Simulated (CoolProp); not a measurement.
Computed with CoolProp (reference Helmholtz-energy equation of state, Lemmon 2006). It is a short technical equation, of lower accuracy than the large ones.

Question: For C2F6 (R116), give the phase and the Z, cv (kJ/(kg K)), isothermal compressibility (1/MPa), expansivity (1/kK) at 366.9 K and 2630 kPa.

Answer: 
- 366.9 K and 2630 kPa: gas; Z 0.866, cv 0.828, isothermal compressibility 0.440, expansivity 4.61
